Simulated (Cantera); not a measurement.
## Moist CO burnout

An isothermal, constant-pressure homogeneous reactor starts with 2.02 % CO, 1.16 % O2, 0.424 % H2O, 96.4 % N2, equivalence ratio 0.88, at 1175 K and 55000 Pa.

Model: GRI-Mech 3.0 (53 species, 325 reactions), integrated in Cantera.

```json
[
 {"t (s)": "9.00e-5", "x CO": "0.0202", "x O2": "0.0116", "x H2O": "0.00424", "x CO2": "3.90e-10", "x OH": "6.34e-12", "x H2": "<1e-12"},
 {"t (s)": "0.000490", "x CO": "0.0202", "x O2": "0.0116", "x H2O": "0.00424", "x CO2": "2.71e-9", "x OH": "1.01e-10", "x H2": "1.11e-11"},
 {"t (s)": "0.00267", "x CO": "0.0202", "x O2": "0.0116", "x H2O": "0.00424", "x CO2": "1.58e-7", "x OH": "7.55e-9", "x H2": "3.55e-9"},
 {"t (s)": "0.0146", "x CO": "0.00926", "x O2": "0.00605", "x H2O": "0.00365", "x CO2": "0.0111", "x OH": "9.41e-5", "x H2": "0.000208"},
 {"t (s)": "0.0794", "x CO": "0.000449", "x O2": "0.00169", "x H2O": "0.00423", "x CO2": "0.0200", "x OH": "2.26e-5", "x H2": "3.44e-5"},
 {"t (s)": "0.433", "x CO": "2.34e-5", "x O2": "0.00147", "x H2O": "0.00428", "x CO2": "0.0204", "x OH": "5.14e-6", "x H2": "1.89e-6"},
 {"t (s)": "2.36", "x CO": "8.68e-7", "x O2": "0.00146", "x H2O": "0.00428", "x CO2": "0.0204", "x OH": "1.15e-6", "x H2": "7.95e-8"},
 {"t (s)": "12.8", "x CO": "4.68e-8", "x O2": "0.00146", "x H2O": "0.00428", "x CO2": "0.0204", "x OH": "3.50e-7", "x H2": "6.33e-9"},
 {"t (s)": "70.0", "x CO": "8.53e-9", "x O2": "0.00146", "x H2O": "0.00428", "x CO2": "0.0204", "x OH": "1.61e-7", "x H2": "1.36e-9"}
]
```
x: mole fraction; the columns are a selection and need not sum to one.

Equilibrium at this temperature and pressure: CO 6.96e-9, O2 0.00145, H2O 0.00428, CO2 0.0204, OH 1.47e-7, H2 1.14e-9 (gas phase only).
